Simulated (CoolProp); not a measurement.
The fluid at 298.15 K and 0.249 MPa (stagnation) flows isentropically through a choked orifice. The same conditions are run with several fluids, on thermodynamics alone (safety and materials aside).

Computed with CoolProp (reference Helmholtz-energy equation of state of each fluid (R152A: Outcalt 1996; hydrogen chloride: Thol 2018; R227EA: Lemmon 2016; carbon monoxide: Lemmon 2006; normal hydrogen: Leachman 2009)).

```
fluid              throat to inlet pressure ratio  mass flux (kg/(m² s))  throat temperature (K)
-----------------  ------------------------------  ---------------------  ----------------------
R152A                                       0.578                    837                   277.0
hydrogen chloride                           0.529                    658                   248.7
R227EA                                      0.599                   1310                   287.7
carbon monoxide                             0.528                    574                   248.4
normal hydrogen                             0.525                    154                   247.2
```
